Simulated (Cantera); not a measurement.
Feed: 1 mol PbO, 0.76 mol H2, at 4.70 mbar.

Method: chemical equilibrium by Gibbs-energy minimisation in Cantera with the NASA 1993 tables (ideal gas, pure condensed phases). Candidate condensed phases: H2O, Pb, PbO, PbO2, Pb3O4; 12 gas species. The numbers say what is thermodynamically allowed, not how fast it happens.

**Question.** At 900 K, list the 3 most abundant gas species with their mole fractions, and the condensed phases.

**Answer.** H2O 1.000, Pb 0.000291, H2 9.98e-5. Condensed: Pb(l) + PbO(yellow).
